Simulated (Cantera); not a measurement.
## Equilibrium for abatement and gas-phase synthesis: PH3 + H2O + O2 + H2

Feed: 1 mol PH3, 0.28 mol H2O, 0.11 mol O2, 0.081 mol H2, held at 1850 °C and 1 atm.

Equilibrium computed with Cantera from the NASA thermochemical tables; the gas is ideal and each condensed phase is pure. Candidate condensed phases: H2O, P, P4O10; 17 gas species. Gases not in the tables: HPO2, HPO3 and P4O6. Rates play no part.

| Quantity | Value |
|---|---|
| x(H2) | 0.642 |
| x(P2) | 0.165 |
| x(H2O) | 0.114 |
| x(PO) | 0.0616 |
| x(PO2) | 0.0140 |
| x(H) | 0.00286 |
| x(P) | 0.000398 |
| x(PH) | 0.000346 |
| x(P4) | 0.000192 |
| gas amount | 2.457 mol |
| log10 activity of P(l) (absent) | -1.59 |
